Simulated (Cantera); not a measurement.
An adiabatic, constant-volume homogeneous reactor starts with CH4 : CO : O2 : N2 = 1 : 0.067 : 5.81 : 21.8 (molar parts), equivalence ratio 0.35, at 1173 K and 750 Torr. Integrator tolerance rtol = 1e-08.

Detailed kinetics in Cantera: GRI-Mech 3.0 (53 species, 325 reactions).

Q: What does this change do: O2 5.81 to 8.5 parts?

A: 
```csv
quantity,before,after
time of steepest temperature rise,38.5 ms,23.4 ms
temperature at 4.00 s,2121 K,2046 K
equilibrium temperature,2121 K,2046 K
x(CH4) at 4.00 s,<1e-12 (gas-phase equilibrium <1e-12),<1e-12 (gas-phase equilibrium <1e-12)
x(CO) at 4.00 s,0.000266 (gas-phase equilibrium 0.000266),0.000111 (gas-phase equilibrium 0.000110)
x(O2) at 4.00 s,0.127 (gas-phase equilibrium 0.127),0.202 (gas-phase equilibrium 0.202)
x(H2O2) at 4.00 s,8.91e-8 (gas-phase equilibrium 8.91e-8),8.04e-8 (gas-phase equilibrium 8.03e-8)
x(C2H6) at 4.00 s,<1e-12 (gas-phase equilibrium <1e-12),<1e-12 (gas-phase equilibrium <1e-12)
x(CO2) at 4.00 s,0.0369 (gas-phase equilibrium 0.0369),0.0339 (gas-phase equilibrium 0.0339)
x(HCO) at 4.00 s,3.47e-12 (gas-phase equilibrium 3.47e-12),<1e-12 (gas-phase equilibrium <1e-12)
```

Q: What does this change do: pressure from 750 Torr to 4050 Torr?

A: 
```
quantity                                                              before                                      after
---------------------------------  -----------------------------------------  -----------------------------------------
time of steepest temperature rise                                    38.5 ms                                    8.15 ms
temperature at 4.00 s                                                 2121 K                                     2128 K
equilibrium temperature                                               2121 K                                     2128 K
x(CH4) at 4.00 s                       <1e-12 (gas-phase equilibrium <1e-12)      <1e-12 (gas-phase equilibrium <1e-12)
x(CO) at 4.00 s                    0.000266 (gas-phase equilibrium 0.000266)  0.000121 (gas-phase equilibrium 0.000121)
x(O2) at 4.00 s                          0.127 (gas-phase equilibrium 0.127)        0.127 (gas-phase equilibrium 0.127)
x(H2O2) at 4.00 s                    8.91e-8 (gas-phase equilibrium 8.91e-8)    2.13e-7 (gas-phase equilibrium 2.13e-7)
x(C2H6) at 4.00 s                      <1e-12 (gas-phase equilibrium <1e-12)      <1e-12 (gas-phase equilibrium <1e-12)
x(CO2) at 4.00 s                       0.0369 (gas-phase equilibrium 0.0369)      0.0371 (gas-phase equilibrium 0.0371)
x(HCO) at 4.00 s                   3.47e-12 (gas-phase equilibrium 3.47e-12)  2.55e-12 (gas-phase equilibrium 2.55e-12)
```
